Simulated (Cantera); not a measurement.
Cantera with NASA thermochemical tables; ideal gases at 1 bar, condensed phases pure. Values are per mole of reaction as written; species without (g) are pure solids or liquids, kept so even where they would boil at 1 bar.

a) Fe + Cl2(g) = FeCl2
b) Si + Cl2(g) = SiCl2(g)
c) 0.6667 Al + Cl2(g) = 0.3333 Al2Cl6(g)

Q: Order these by ΔG° at 1398 K, most negative first.

A: c (-315 kJ), b (-219 kJ), a (-193 kJ)
